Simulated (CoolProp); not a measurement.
Dodecamethylcyclohexasiloxane (D6) along the isobar 392 kPa: density (kg/m³) from the reference equation and from simpler models built on Tc = 372.6 °C, pc = 961.4 kPa, ω = 0.736; each cubic takes its own stable root.

The numbers come from the reference Helmholtz-energy equation of state, Colonna 2008 in CoolProp. It is a short technical equation, of lower accuracy than the large ones.

```tsv
T (°C)	phase	reference	van der Waals	Soave-Redlich-Kwong	Peng-Robinson
266.85	liquid	674.7	50.78	625.0	707.3
275.75	liquid	660.0	49.16	609.7	690.3
284.65	liquid	644.5	47.69	593.2	671.7
293.45	liquid	628.1	46.35	575.4	651.6
302.35	liquid	610.1	45.10	555.6	629.1
311.25	liquid	590.4	43.94	533.3	603.8
320.15	gas	48.23	42.85	46.48	47.44
329.05	gas	46.33	41.83	44.71	45.61
337.95	gas	44.67	40.87	43.15	44.00
346.85	gas	43.19	39.97	41.76	42.56
```

At some of these states van der Waals gives the other phase, because its saturation line lies elsewhere.
